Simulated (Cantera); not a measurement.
Mixture: H2 : O2 : N2 = 1 : 0.385 : 1.45 (molar parts), equivalence ratio 1.3, at 2.30 bar, adiabatic and at constant volume. Ignition delay is the time to a rise of 400 K.

Computed with Cantera and GRI-Mech 3.0 (53 species, 325 reactions). The hydrogen kinetics of GRI-Mech 3.0 are dated; newer H2 mechanisms differ, most at raised pressure. Where the delays flatten at high temperature, the 400 K rule measures the pace of heat release, not the induction time.

Problem. What does this change do: constant pressure in place of constant volume?

Solution. 
| quantity | before | after |
|---|---|---|
| delay at 1200 K | 22.3 µs | 23.2 µs |
| delay at 1250 K | 16.3 µs | 17.0 µs |
| delay at 1300 K | 12.5 µs | 13.2 µs |
| delay at 1350 K | 10.0 µs | 10.6 µs |
| delay at 1400 K | 8.25 µs | 8.81 µs |
| delay at 1450 K | 6.95 µs | 7.50 µs |
| delay at 1500 K | 5.97 µs | 6.54 µs |
